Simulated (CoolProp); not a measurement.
A simple Rankine cycle with R141b: condensing at 327.15 K, boiler at 0.567 MPa, turbine inlet 370.4 K, turbine efficiency 0.65, pump efficiency 0.8, no recuperator. Each further row changes one setting.

Values from CoolProp's reference Helmholtz-energy equation of state, Lemmon 2006. It is a short technical equation, of lower accuracy than the large ones.

```json
[
 {"case": "as stated", "thermal efficiency (%)": "6.1", "net work (kJ/kg)": "14.7", "heat in (kJ/kg)": "242", "turbine exit temperature (K)": "344.8", "volume ratio over the turbine": "2.75"},
 {"case": "turbine inlet 390.4 K", "thermal efficiency (%)": "6.1", "net work (kJ/kg)": "15.8", "heat in (kJ/kg)": "261", "turbine exit temperature (K)": "365.5", "volume ratio over the turbine": "2.72"},
 {"case": "condensing temperature 319.15 K", "thermal efficiency (%)": "7.3", "net work (kJ/kg)": "18.2", "heat in (kJ/kg)": "251", "turbine exit temperature (K)": "339.4", "volume ratio over the turbine": "3.49"},
 {"case": "boiler pressure 0.397 MPa", "thermal efficiency (%)": "4.1", "net work (kJ/kg)": "9.97", "heat in (kJ/kg)": "246", "turbine exit temperature (K)": "354.7", "volume ratio over the turbine": "1.91"},
 {"case": "turbine efficiency 0.55", "thermal efficiency (%)": "5.1", "net work (kJ/kg)": "12.4", "heat in (kJ/kg)": "242", "turbine exit temperature (K)": "347.5", "volume ratio over the turbine": "2.77"}
]
```
